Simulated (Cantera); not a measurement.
Cantera with NASA thermochemical tables; ideal gases at 1 bar, condensed phases pure. Values are per mole of reaction as written; species without (g) are pure solids or liquids, kept so even where they would boil at 1 bar.

FeCl2 ⇌ 2 Cl(g) + Fe, with ΔH° = 584.4 kJ and ΔS° = 239.7 J/K at 300 K.

**Question.** How far is the shortcut ΔG° ≈ ΔH°(300 K) − T·ΔS°(300 K) from the full temperature-dependent value at 875, 975, 1075, 1175, 1275, 1375, 1475, 1575 K?

**Answer.** 
| T (K) | shortcut (kJ) | full (kJ) | difference (kJ) | difference in log10 K | condensed phases |
|---|---|---|---|---|---|
| 875 | 374.7 | 377.1 | -2.4 | 0.14 | FeCl2(s), Fe(α) |
| 975 | 350.7 | 354.8 | -4.1 | 0.22 | FeCl2(l), Fe(α) |
| 1075 | 326.7 | 336.0 | -9.3 | 0.45 | FeCl2(l), Fe(α) |
| 1175 | 302.8 | 317.2 | -14.4 | 0.64 | FeCl2(l), Fe(α) |
| 1275 | 278.8 | 298.5 | -19.7 | 0.81 | FeCl2(l), Fe(γ) |
| 1375 | 254.8 | 280.0 | -25.2 | 0.96 | FeCl2(l), Fe(γ) |
| 1475 | 230.9 | 261.7 | -30.8 | 1.09 | FeCl2(l), Fe(γ) |
| 1575 | 206.9 | 243.5 | -36.6 | 1.21 | FeCl2(l), Fe(γ) |
The shortcut ignores heat capacities and the phase changes listed.
